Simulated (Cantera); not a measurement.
**Adiabatic ignition**

An adiabatic, constant-volume homogeneous reactor starts with 7.57 % CH₄, 0.530 % C₂H₆, 19.3 % O₂, 72.6 % N₂, equivalence ratio 0.88, at 1025 K and 1050 Torr.

Model: GRI-Mech 3.0 (53 species, 325 reactions), integrated in Cantera.

| t (s) | T (K) | P (bar) | x CH₄ | x C₂H₆ | x O₂ | x CO | x CH₃ | x CH₂CO |
|---|---|---|---|---|---|---|---|---|
| 4.00e-6 | 1025 | 1.40 | 0.0757 | 0.00530 | 0.193 | <1e-12 | 1.99e-10 | <1e-12 |
| 1.02e-5 | 1025 | 1.40 | 0.0757 | 0.00530 | 0.193 | <1e-12 | 5.06e-10 | <1e-12 |
| 2.60e-5 | 1025 | 1.40 | 0.0757 | 0.00530 | 0.193 | <1e-12 | 1.28e-9 | <1e-12 |
| 6.62e-5 | 1025 | 1.40 | 0.0757 | 0.00530 | 0.193 | <1e-12 | 3.24e-9 | <1e-12 |
| 0.000169 | 1025 | 1.40 | 0.0757 | 0.00530 | 0.193 | <1e-12 | 8.04e-9 | <1e-12 |
| 0.000430 | 1025 | 1.40 | 0.0757 | 0.00530 | 0.193 | <1e-12 | 1.92e-8 | <1e-12 |
| 0.00110 | 1025 | 1.40 | 0.0757 | 0.00530 | 0.193 | 3.72e-12 | 4.22e-8 | <1e-12 |
| 0.00279 | 1025 | 1.40 | 0.0757 | 0.00530 | 0.193 | 5.73e-11 | 8.34e-8 | <1e-12 |
| 0.00711 | 1025 | 1.40 | 0.0757 | 0.00530 | 0.193 | 1.04e-9 | 1.95e-7 | 3.20e-12 |
| 0.0181 | 1025 | 1.40 | 0.0757 | 0.00529 | 0.193 | 7.27e-8 | 1.10e-6 | 5.18e-10 |
| 0.0462 | 1030 | 1.41 | 0.0751 | 0.00510 | 0.192 | 5.51e-5 | 6.16e-6 | 5.71e-7 |
| 0.118 | 2744 | 3.85 | <1e-12 | <1e-12 | 0.0272 | 0.0228 | <1e-12 | <1e-12 |
| 0.300 | 2744 | 3.85 | <1e-12 | <1e-12 | 0.0272 | 0.0228 | <1e-12 | <1e-12 |
x: mole fraction; the columns are a selection and need not sum to one.

```yaml
time_of_steepest_temperature_rise: 66.0 ms
temperature at 0.300 s: 2744 K
equilibrium_temperature: 2744 K
x(CH₄) at 0.300 s: <1e-12 (gas-phase equilibrium <1e-12)
x(C₂H₆) at 0.300 s: <1e-12 (gas-phase equilibrium <1e-12)
x(O₂) at 0.300 s: 0.0272 (gas-phase equilibrium 0.0272)
```
